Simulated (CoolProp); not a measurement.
A simple Rankine cycle with cyclohexane: condensing at 305.15 K, boiler at 3.46 MPa, turbine inlet 619 K, turbine efficiency 0.9, pump efficiency 0.7, no recuperator. Each further row changes one setting.

Values from CoolProp's reference Helmholtz-energy equation of state, Zhou 2014.

| case | thermal efficiency (%) | net work (kJ/kg) | heat in (kJ/kg) | turbine exit temperature (K) | volume ratio over the turbine |
|---|---|---|---|---|---|
| as stated | ? | 239 | 983 | 502.7 | 206 |
| condensing temperature 297.15 K | ? | ? | 998 | ? | 289 |
| boiler pressure 2.42 MPa | 23.0 | ? | ? | 514.3 | ? |
| turbine efficiency 0.8 | ? | 211 | 983 | 514.5 | 211 |

Question: What belongs in the gaps?

Answer: 
- as stated, thermal efficiency (%): 24.3
- condensing temperature 297.15 K, thermal efficiency (%): 25.4
- condensing temperature 297.15 K, net work (kJ/kg): 254
- condensing temperature 297.15 K, turbine exit temperature (K): 495.9
- boiler pressure 2.42 MPa, net work (kJ/kg): 231
- boiler pressure 2.42 MPa, heat in (kJ/kg): 1000
- boiler pressure 2.42 MPa, volume ratio over the turbine: 134
- turbine efficiency 0.8, thermal efficiency (%): 21.5
